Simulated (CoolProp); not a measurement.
Carbonyl sulfide at 298.15 K and 6.05 MPa is throttled through a valve to 2.47 MPa with no heat exchange. Each further row changes one setting.

The numbers come from the reference Helmholtz-energy equation of state, Lemmon 2006 in CoolProp. It is a short technical equation, of lower accuracy than the large ones.

| case | temperature change (K) | final phase | final density (kg/m³) |
|---|---|---|---|
| as stated | +0.4 | liquid | [?] |
| outlet pressure 0.741 MPa | -20.5 | [?] | [?] |
| outlet pressure 3.21 MPa | +0.3 | liquid | 997 |

Problem. Fill in the missing entries.

Solution. 
- as stated, final density (kg/m³): 994
- outlet pressure 0.741 MPa, final phase: two-phase, vapour fraction 0.105
- outlet pressure 0.741 MPa, final density (kg/m³): 176
